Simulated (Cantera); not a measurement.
A closed system holds: 1 mol SiO₂, 2.9 mol C, 2.3 mol N₂, at 95.0 Pa.

Method: chemical equilibrium by Gibbs-energy minimisation in Cantera with the NASA 1993 tables (ideal gas, pure condensed phases). Candidate condensed phases: C, Si, SiC, SiO₂, Si₂N₂O, Si₃N₄; 34 gas species. Kinetics and transport are ignored. All values below are at 1775 K.

Base state: N₂ 0.535, CO 0.453, SiO 0.0116, Si 0.000110 (mole fractions); condensed: SiC(s).

### Question
What changes in the equilibrium state with this change: SiO₂ replaced by PbO?

### Answer
| species | before | after |
|---|---|---|
| N₂ | 0.535 | 0.535 |
| CO | 0.453 | 0.233 |
| Pb | 0 | 0.233 |
| SiO | 0.0116 | 0 |
| Si | 0.000110 | 0 |
| SiC(s), mol | 0.950 | 0 |
| C(graphite), mol | 0 | 1.90 |
Further candidate phases: Pb, PbO, PbO₂, Pb₃O₄.
